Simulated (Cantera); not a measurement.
Charge: 1 mol Ti, 2.3 mol C₃H₈, at 780 Pa.

These are equilibrium values from Cantera (NASA tables, ideal gas, pure condensed phases), not measurements of a reactor. Candidate condensed phases: C, C₆H₆, C₇H₈, C₈H₁₈, Ti, TiC; 77 gas species. TiC: taken at fixed stoichiometry. Rates play no part.

x: gas mole fraction; n: condensed amount in mol.

```json
[
 {"T (K)": "1223", "x H₂": "1.000", "x H": "3.40e-6", "x C₂H₂ (acetylene)": "[?]", "x CH₄": "0.000104", "x C₂H": "<1e-12", "x CH₃": "6.80e-9", "n C(graphite)": "5.90", "n TiC(s)": "1.00"},
 {"T (K)": "1323", "x H₂": "1.000", "x H": "1.80e-5", "x C₂H₂ (acetylene)": "[?]", "x CH₄": "5.30e-5", "x C₂H": "<1e-12", "x CH₃": "1.88e-8", "n C(graphite)": "5.90", "n TiC(s)": "1.00"},
 {"T (K)": "1423", "x H₂": "1.000", "x H": "7.52e-5", "x C₂H₂ (acetylene)": "[?]", "x CH₄": "2.97e-5", "x C₂H": "<1e-12", "x CH₃": "4.49e-8", "n C(graphite)": "5.90", "n TiC(s)": "1.00"},
 {"T (K)": "1523", "x H₂": "1.000", "x H": "0.000262", "x C₂H₂ (acetylene)": "[?]", "x CH₄": "1.80e-5", "x C₂H": "6.70e-12", "x CH₃": "9.53e-8", "n C(graphite)": "5.90", "n TiC(s)": "1.00"},
 {"T (K)": "1623", "x H₂": "0.999", "x H": "0.000782", "x C₂H₂ (acetylene)": "[?]", "x CH₄": "1.15e-5", "x C₂H": "1.04e-10", "x CH₃": "1.84e-7", "n C(graphite)": "5.90", "n TiC(s)": "1.00"},
 {"T (K)": "1723", "x H₂": "0.998", "x H": "0.00206", "x C₂H₂ (acetylene)": "[?]", "x CH₄": "7.81e-6", "x C₂H": "1.16e-9", "x CH₃": "3.28e-7", "n C(graphite)": "5.90", "n TiC(s)": "1.00"},
 {"T (K)": "1823", "x H₂": "0.995", "x H": "0.00489", "x C₂H₂ (acetylene)": "[?]", "x CH₄": "5.51e-6", "x C₂H": "9.98e-9", "x CH₃": "5.47e-7", "n C(graphite)": "5.90", "n TiC(s)": "1.00"},
 {"T (K)": "1923", "x H₂": "0.989", "x H": "0.0106", "x C₂H₂ (acetylene)": "[?]", "x CH₄": "4.01e-6", "x C₂H": "6.82e-8", "x CH₃": "8.59e-7", "n C(graphite)": "5.89", "n TiC(s)": "1.00"},
 {"T (K)": "2023", "x H₂": "0.978", "x H": "0.0213", "x C₂H₂ (acetylene)": "[?]", "x CH₄": "2.98e-6", "x C₂H": "3.84e-7", "x CH₃": "1.28e-6", "n C(graphite)": "5.88", "n TiC(s)": "1.000"},
 {"T (K)": "2123", "x H₂": "0.959", "x H": "0.0398", "x C₂H₂ (acetylene)": "[?]", "x CH₄": "2.24e-6", "x C₂H": "1.83e-6", "x CH₃": "1.80e-6", "n C(graphite)": "5.87", "n TiC(s)": "1.000"}
]
```

### Question
Some entries are withheld; supply them.

### Answer

- 1223, x C₂H₂ (acetylene): 1.57e-7
- 1323, x C₂H₂ (acetylene): 8.25e-7
- 1423, x C₂H₂ (acetylene): 3.43e-6
- 1523, x C₂H₂ (acetylene): 1.18e-5
- 1623, x C₂H₂ (acetylene): 3.48e-5
- 1723, x C₂H₂ (acetylene): 9.03e-5
- 1823, x C₂H₂ (acetylene): 0.000210
- 1923, x C₂H₂ (acetylene): 0.000446
- 2023, x C₂H₂ (acetylene): 0.000874
- 2123, x C₂H₂ (acetylene): 0.00159
